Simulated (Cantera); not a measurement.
Ignition delay

Mixture: 11.1 % CH4, 24.5 % O2, 64.4 % N2, at 5.00 bar, adiabatic and at constant volume. Ignition delay is the time to a rise of 400 K.

Computed with Cantera and GRI-Mech 3.0 (53 species, 325 reactions).

| T0 (K) | delay (ms) |
|---|---|
| 1125 | 18.6 |
| 1225 | 4.84 |
| 1325 | 1.43 |
| 1425 | 0.477 |
| 1525 | 0.177 |
| 1625 | 0.0733 |
| 1725 | 0.0338 |

```
Property                                                 Value
--------------------------------------------------  ----------
apparent activation energy between 1525 and 1725 K  180 kJ/mol
```
